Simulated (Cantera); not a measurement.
An isothermal, constant-pressure homogeneous reactor starts with 0.287 % CO, 0.514 % O2, 0.287 % H2O, 98.9 % N2, equivalence ratio 0.28, at 1248 K and 2.20 bar.

Detailed kinetics in Cantera: GRI-Mech 3.0 (53 species, 325 reactions).

x: mole fraction; the columns are a selection and need not sum to one.

```tsv
t (s)	x CO	x O2	x H2O	x N2O	x HO2
0.000200	0.00287	0.00514	0.00287	<1e-12	3.37e-11
0.000433	0.00287	0.00514	0.00287	<1e-12	2.65e-10
0.000938	0.00287	0.00514	0.00287	6.24e-12	2.73e-9
0.00203	0.00287	0.00514	0.00287	1.76e-10	8.17e-8
0.00440	0.00267	0.00503	0.00284	?	2.02e-6
0.00953	0.00122	0.00431	0.00283	?	1.75e-6
0.0206	0.000382	0.00390	0.00286	?	1.01e-6
0.0447	9.50e-5	0.00376	0.00287	9.82e-7	4.13e-7
0.0969	1.91e-5	0.00372	0.00287	1.01e-6	1.11e-7
0.210	3.18e-6	0.00372	0.00287	?	2.23e-8
0.454	4.31e-7	0.00371	0.00287	?	4.47e-9
0.984	4.07e-8	0.00371	0.00287	?	1.29e-9
2.13	5.14e-9	0.00371	0.00287	?	5.07e-10
4.62	2.05e-9	0.00371	0.00287	?	2.54e-10
10.0	1.66e-9	0.00371	0.00287	?	2.25e-10
```

### Question
What belongs in the gaps?

### Answer

- 0.00440, x N2O: 6.34e-8
- 0.00953, x N2O: 5.29e-7
- 0.0206, x N2O: 8.27e-7
- 0.210, x N2O: 9.12e-7
- 0.454, x N2O: 6.65e-7
- 0.984, x N2O: 3.24e-7
- 2.13, x N2O: 7.22e-8
- 4.62, x N2O: 7.99e-9
- 10.0, x N2O: 4.74e-9
